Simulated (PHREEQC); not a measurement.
Alkaline etch or developer

Consider water at 89 °C with 0.27 mol NH3, 0.0017 mol NaAlO2 and 0.012 mol (CH3)4NCl per kg of water. Closed to the air; pH follows from the charge balance.

The numbers come from PHREEQC with the ion-association model, phreeqc.dat.

Precipitation was switched off in this run.

### Question
Estimate the pH.

### Answer
pH 9.75.

Complexes and solids missing from the database can't appear. (CH3)4N+ isn't in the database: it is added as a free cation with an ion size of 4 Å. Away from 25 °C the constants follow the database's enthalpies or fits; those with neither stay at their 25 °C values.
